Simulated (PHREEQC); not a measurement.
0.026 g of hydrous ferric oxide (600 m²/g; 0.2 weak and 0.005 strong sites per Fe, Dzombak-Morel constants, diffuse double layer) in 1 kg of water with 0.001 mol/kgw of an inert sodium salt and 6.8e-07 mol/kgw MgCl2, at 25 °C; the pH is set by adding NaOH or the inert anion's acid. Oxygen alone is held at its pressure in air (log pO2 = -0.68). No CO2 enters from the air. Precipitation was switched off in this run.

Base run: PHREEQC, ion-association model, wateq4f.dat. Each further column changes one thing. The table gives surface charge σ (C/m²).

```csv
pH,base,background salt from 0.001 to 0.0001 mol/kgw,oxide from 0.026 to 0.13 g/kgw,9.9e-05 mol/kgw Ag2SO4 added
3,0.252,0.223,0.254,0.024
3.5,0.173,0.125,0.175,0.020
4,0.117,0.066,0.118,0.018
4.5,0.078,0.036,0.079,0.016
5,0.050,0.020,0.051,0.014
5.5,0.031,0.011,0.031,0.012
6,0.019,0.006,0.019,0.010
6.5,0.011,0.004,0.011,0.008
7,0.006,0.002,0.006,0.006
7.5,0.003,0.001,0.003,0.003
8,0.000,0.000,0.000,0.001
8.5,-0.002,-0.001,-0.002,-0.002
9,-0.004,-0.001,-0.004,-0.005
```

The oxide is taken as insoluble; below pH 4 it would dissolve.
